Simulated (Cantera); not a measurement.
Input: 1 mol MgO, 1.3 mol CH4, 0.42 mol CO, held at 2048 K and 2630 Torr.

Cantera equilibrium calculation (NASA polynomials, part measured and part estimated; ideal gas, pure solids and liquids). Candidate condensed phases: C, C6H6, C7H8, C8H18, H2O, Mg, MgCO3, MgO, Mg(OH)2; 116 gas species. The tables' values for MgH are old estimates; treat these amounts as uncertain. Rates play no part.

Task: What is the equilibrium state?

Result: 
- x(H2): 0.661
- x(CO): 0.222
- x(Mg): 0.112
- x(MgH): 0.00273
- x(H): 0.000973
- x(C2H2 (acetylene)): 0.000693
- x(CH4): 0.000572
- x(H2O): 5.00e-5
- x(CH3): 1.66e-5
- n(C(graphite)): 0.843 mol
- n(MgO(s)): 0.550 mol
- gas amount: 3.913 mol
- log10 activity of Mg(l) (absent): -1.99
